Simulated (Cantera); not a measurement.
An isothermal, constant-pressure homogeneous reactor starts with NO : N2 = 1 : 3.6 (molar parts), at 1675 K and 0.0345 atm. Integrator tolerance rtol = 1e-08.

Cantera simulation using GRI-Mech 3.0 (53 species, 325 reactions); the numbers are that mechanism's predictions, not measurements. Radical loss at walls, strong at low pressure, is not modelled.

**Question.** What does this change do: pressure from 0.0345 atm to 1.00 atm?

**Answer.** 
```csv
quantity,before,after
x(NO) at 40.0 s,0.207 (gas-phase equilibrium 0.00201),0.0893 (gas-phase equilibrium 0.00201)
x(O) at 40.0 s,1.67e-5 (gas-phase equilibrium 6.03e-5),8.70e-6 (gas-phase equilibrium 1.12e-5)
x(N2) at 40.0 s,0.788 (gas-phase equilibrium 0.890),0.847 (gas-phase equilibrium 0.890)
x(O2) at 40.0 s,0.00522 (gas-phase equilibrium 0.108),0.0639 (gas-phase equilibrium 0.108)
x(N2O) at 40.0 s,1.52e-5 (gas-phase equilibrium 2.35e-8),3.12e-6 (gas-phase equilibrium 1.26e-7)
x(NO2) at 40.0 s,2.17e-5 (gas-phase equilibrium 8.95e-7),0.000165 (gas-phase equilibrium 4.82e-6)
```

**Question.** What does this change do: pressure from 0.0345 atm to 1.18 atm?

**Answer.** 
```json
[
 {"quantity": "x(NO) at 40.0 s", "before": "0.207 (gas-phase equilibrium 0.00201)", "after": "0.0803 (gas-phase equilibrium 0.00201)"},
 {"quantity": "x(O) at 40.0 s", "before": "1.67e-5 (gas-phase equilibrium 6.03e-5)", "after": "8.26e-6 (gas-phase equilibrium 1.03e-5)"},
 {"quantity": "x(N2) at 40.0 s", "before": "0.788 (gas-phase equilibrium 0.890)", "after": "0.851 (gas-phase equilibrium 0.890)"},
 {"quantity": "x(O2) at 40.0 s", "before": "0.00522 (gas-phase equilibrium 0.108)", "after": "0.0684 (gas-phase equilibrium 0.108)"},
 {"quantity": "x(N2O) at 40.0 s", "before": "1.52e-5 (gas-phase equilibrium 2.35e-8)", "after": "2.58e-6 (gas-phase equilibrium 1.38e-7)"},
 {"quantity": "x(NO2) at 40.0 s", "before": "2.17e-5 (gas-phase equilibrium 8.95e-7)", "after": "0.000167 (gas-phase equilibrium 5.24e-6)"}
]
```
